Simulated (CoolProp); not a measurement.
Vapour-liquid equilibrium of carbon dioxide (1) + carbonyl sulfide (2) at 0.554 MPa; x and y are mole fractions of (1).

Values from CoolProp's multi-fluid Helmholtz-energy mixture model, Span 1996 and Lemmon 2006; pair parameters Bell 2016.

| x | bubble temperature, mixture model (K) | bubble temperature, Raoult's law (K) | y, mixture model | y, Raoult's law |
|---|---|---|---|---|
| 0.05 | 257.3 | 261.4 | 0.303 | 0.227 |
| 0.125 | 246.6 | 253.7 | 0.544 | 0.451 |
| 0.2 | 239.7 | 247.6 | 0.669 | 0.596 |
| 0.275 | 235.0 | 242.6 | 0.743 | 0.696 |
| 0.35 | 231.6 | 238.5 | 0.791 | 0.769 |
| 0.425 | 229.1 | 234.9 | 0.825 | 0.823 |
| 0.5 | 227.1 | 231.9 | 0.852 | 0.864 |
| 0.575 | 225.4 | 229.2 | 0.875 | 0.897 |
| 0.65 | 223.9 | 226.7 | 0.895 | 0.924 |
| 0.725 | 222.6 | 224.6 | 0.915 | 0.946 |
| 0.8 | 221.3 | 222.6 | 0.935 | 0.964 |
| 0.875 | 220.1 | 220.8 | 0.957 | 0.979 |
| 0.95 | 218.9 | 219.2 | 0.981 | 0.992 |

The largest gap from Raoult's law is -7.9 K in bubble temperature, at x = 0.2. No azeotrope shows between x = 0.05 and 0.95.

The pair parameters rest on a limited set of measurements; away from them the model extrapolates.
